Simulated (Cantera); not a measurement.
Charge: 1 mol TiO2, 1.3 mol C, 0.039 mol CO, 0.59 mol CH4, equilibrated at 13.3 mbar.

Method: chemical equilibrium by Gibbs-energy minimisation in Cantera with the NASA 1993 tables (ideal gas, pure condensed phases). Candidate condensed phases: C, C6H6, C7H8, C8H18, H2O, Ti, TiC, TiO, TiO2, Ti2O3, Ti3O5, Ti4O7; 113 gas species. Mutual solubility and eutectic melting of coexisting phases are not modelled. TiC, TiO: taken at fixed stoichiometry. Condensed phases not in the tables: solid solutions among these carbides, nitrides and lower oxides. Kinetics and transport are ignored.

x: gas mole fraction; n: condensed amount in mol.

```csv
T (K),x CO,x H2,x H,x Ti,x TiO,x H2O,x TiO2,n TiC(s),n Ti2O3(s),n TiO(s),n TiO(l)
1823,0.537,0.460,0.00255,1.00e-7,1.80e-6,6.35e-5,?,0.556,0.222,0,0
1923,0.556,0.439,0.00541,1.40e-6,1.40e-5,6.07e-5,?,0.445,0,0.555,0
2023,0.554,0.435,0.0108,1.43e-5,7.73e-5,5.55e-5,?,0.445,0,0,0.555
2123,0.551,0.428,0.0203,0.000110,0.000321,4.77e-5,?,0.445,0,0,0.554
2223,0.546,0.416,0.0358,0.000703,0.00116,4.09e-5,?,0.444,0,0,0.551
2323,0.537,0.396,0.0593,0.00383,0.00375,3.45e-5,?,0.440,0,0,0.539
2423,0.519,0.360,0.0921,0.0182,0.0109,2.78e-5,?,0.419,0,0,0.497
2523,0.479,0.285,0.129,0.0780,0.0290,1.93e-5,?,0.314,0,0,0.325
```

Task: Some entries are withheld; supply them.

Result: 
- 1823, x TiO2: 3.45e-8
- 1923, x TiO2: 1.86e-7
- 2023, x TiO2: 6.78e-7
- 2123, x TiO2: 1.82e-6
- 2223, x TiO2: 4.40e-6
- 2323, x TiO2: 9.79e-6
- 2423, x TiO2: 2.00e-5
- 2523, x TiO2: 3.76e-5
